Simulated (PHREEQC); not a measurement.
Make-up at 20 °C: 2.4 mmol/kgw HF, 50 mmol/kgw (NH4)2SiF6, 97 mmol/kgw H3PO4 and 2.9 mmol/kgw HCl. Closed to the air; pH follows from the charge balance.

Computed with PHREEQC (ion-association model, phreeqc.dat).

```json
[
 {"quantity": "pH", "before": "1.61", "after": "2.99"},
 {"quantity": "ionic strength (mol/kgw)", "before": "0.180", "after": "0.00226"},
 {"quantity": "H3PO4 (mol/kgw)", "before": "0.0688", "after": "0.000115"},
 {"quantity": "H2PO4- (mol/kgw)", "before": "0.0282", "after": "0.000855"},
 {"quantity": "HF (mol/kgw)", "before": "0.00563", "after": "0.00106"},
 {"quantity": "H4SiO4 (mol/kgw)", "before": "0.000580", "after": "0.000308"}
]
```

Task: What was changed between the two runs?
A) temperature from 20 to 90 °C
B) HF from 0.0024 to 0.024 mol/kgw
C) temperature from 20 to 25 °C
D) diluted 100-fold with water

Result: D, diluted 100-fold with water

Precipitation was switched off in this run. Some of these states are supersaturated (in Quartz (slow to form), Chalcedony (slow to form), for instance). SiF6-2 is the database's only silicon fluoride.
